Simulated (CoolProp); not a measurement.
Fluorine along the isotherm 212.9 K: Z from the reference equation and from simpler models built on Tc = 144.4 K, pc = 5.240 MPa, ω = 0.045; each cubic takes its own stable root.

The numbers come from the reference Helmholtz-energy equation of state, de Reuck 1990 in CoolProp.

| p (MPa) | phase | reference | Soave-Redlich-Kwong | Peng-Robinson |
|---|---|---|---|---|
| 1.46 | gas | 0.9739 | 0.9740 | 0.9672 |
| 2.91 | gas | 0.9476 | … | 0.9360 |
| 4.37 | gas | 0.9219 | 0.9249 | 0.9062 |
| 5.82 | supercritical | 0.8979 | 0.9023 | 0.8785 |
| 7.28 | supercritical | … | 0.8813 | … |
| 8.73 | supercritical | 0.8546 | 0.8625 | … |
| 10.2 | supercritical | 0.8353 | … | … |
| 11.6 | supercritical | 0.8189 | 0.8333 | 0.7951 |
| 13.1 | supercritical | 0.8042 | 0.8228 | 0.7821 |

### Question
Fill in the missing entries.

### Answer

- 2.91, Soave-Redlich-Kwong: 0.9490
- 7.28, reference: 0.8754
- 7.28, Peng-Robinson: 0.8530
- 8.73, Peng-Robinson: 0.8304
- 10.2, Soave-Redlich-Kwong: 0.8462
- 10.2, Peng-Robinson: 0.8107
